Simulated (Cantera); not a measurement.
Gas activation for diamond growth

An isothermal, constant-pressure homogeneous reactor starts with CH₄ : H₂ : N₂ = 0.02 : 1 : 0.0083 (molar parts), at 2150 K and 3500 Pa.

Detailed kinetics in Cantera: GRI-Mech 3.0 (53 species, 325 reactions). GRI-Mech 3.0 stops at C3 and has no aromatics, soot or wall deposition, so with more carbon than oxygen in the feed, carbon stays in small species such as C2H2 where larger ones or solid carbon would form. Radical loss at walls, strong at low pressure, is not modelled.

```
t (s)        x CH₄   x H₂    x C₂H₄       x H     x C₂H
--------  --------  -----  --------  --------  --------
5.00e-6     0.0194  0.972  1.20e-11   1.48e-5    <1e-12
1.89e-5     0.0194  0.972  8.89e-10   6.41e-5    <1e-12
7.15e-5     0.0193  0.972   4.46e-8  0.000259    <1e-12
0.000271    0.0190  0.972   1.88e-6  0.000992  1.49e-11
0.00102     0.0179  0.969   3.21e-5   0.00367   8.85e-9
0.00387     0.0118  0.966   5.81e-5   0.00979   7.64e-7
0.0147     0.00274  0.967   6.88e-6    0.0140   3.36e-6
0.0554    0.000385  0.965   1.28e-6    0.0179   5.10e-6
0.210      6.19e-5  0.962   1.01e-6    0.0210   6.15e-6
0.793      2.21e-5  0.960   9.73e-7    0.0222   6.52e-6
3.00       2.09e-5  0.960   9.72e-7    0.0223   6.53e-6
```
x: mole fraction; the columns are a selection and need not sum to one.

Equilibrium at this temperature and pressure: CH₄ 1.85e-5, H₂ 0.960, C₂H₄ 7.35e-7, H 0.0223, C₂H 4.94e-6 (gas phase only).
